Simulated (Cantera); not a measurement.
Feed: 1 mol C3H6, 0.015 mol O2, 1.2 mol H2, at 48.0 mbar.

These are equilibrium values from Cantera (NASA tables, ideal gas, pure condensed phases), not measurements of a reactor. Candidate condensed phases: C, C6H6, C7H8, C8H18, H2O; 110 gas species. The numbers say what is thermodynamically allowed, not how fast it happens.

x: gas mole fraction; n: condensed amount in mol.

| T (K) | x H2 | x H | x C2H2 (acetylene) | x C3 | x CO | n C(graphite) |
|---|---|---|---|---|---|---|
| 2673 | 0.771 | 0.205 | 0.0165 | ___ | 0.00636 | 2.81 |
| 2723 | 0.732 | 0.242 | 0.0187 | ___ | 0.00623 | 2.77 |
| 2773 | 0.689 | 0.282 | 0.0210 | ___ | 0.00609 | 2.74 |
| 2823 | 0.643 | 0.325 | 0.0232 | ___ | 0.00593 | 2.70 |
| 2873 | 0.594 | 0.370 | 0.0252 | ___ | 0.00576 | 2.65 |
| 2923 | 0.543 | 0.417 | 0.0269 | ___ | 0.00558 | 2.58 |
| 2973 | 0.491 | 0.464 | 0.0282 | ___ | 0.00539 | 2.50 |
| 3023 | 0.437 | 0.511 | 0.0290 | ___ | 0.00518 | 2.38 |

**Question.** Some entries are withheld; supply them.

**Answer.** 
- 2673, x C3: 0.000128
- 2723, x C3: 0.000248
- 2773, x C3: 0.000470
- 2823, x C3: 0.000871
- 2873, x C3: 0.00158
- 2923, x C3: 0.00280
- 2973, x C3: 0.00486
- 3023, x C3: 0.00829
